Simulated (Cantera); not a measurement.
Input: 1 mol SiO2, 4.9 mol CH4, 7.4 mol H2, equilibrated at 1.00 Torr.

Cantera equilibrium calculation (NASA polynomials, part measured and part estimated; ideal gas, pure solids and liquids). Candidate condensed phases: C, C6H6, C7H8, C8H18, H2O, Si, SiC, SiO2; 123 gas species. Equilibrium is a limit: real reactors are often held back by kinetics, nucleation or transport.

Problem. At 2023 K, list the 5 most abundant gas species with their mole fractions, and the condensed phases.

Solution. H2 0.847, CO 0.100, H 0.0479, Si 0.00255, SiO 0.000986. Condensed: C(graphite) + SiC(s).
